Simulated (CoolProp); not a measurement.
Propane along the isobar 21400 kPa: Z from the reference equation and from simpler models built on Tc = 369.9 K, pc = 4251 kPa, ω = 0.152; each cubic takes its own stable root.

The numbers come from the reference Helmholtz-energy equation of state, Lemmon 2009 in CoolProp.

```
T (K)          phase  reference
-----  -------------  ---------
302.8         liquid     0.7074
314.4         liquid     0.6975
325.9         liquid     0.6896
337.5         liquid     0.6833
349.1         liquid     0.6788
360.7         liquid     0.6760
372.2  supercritical     0.6750
383.8  supercritical     0.6757
395.4  supercritical     0.6783
407    supercritical     0.6827
418.5  supercritical     0.6889
430.1  supercritical     0.6969
441.7  supercritical     0.7068
453.3  supercritical     0.7183
464.8  supercritical     0.7312
476.4  supercritical     0.7454
```

Q: How far does each simpler model (van der Waals, Redlich-Kwong) lie from the reference over these 16 states: mean and median of the absolute difference, and the worst?

A: 
- van der Waals: mean 30.3 %, median 31.5 %, worst +43.2 % at 302.8 K and 21400 kPa
- Redlich-Kwong: mean 4.6 %, median 5.1 %, worst +5.3 % at 360.7 K and 21400 kPa
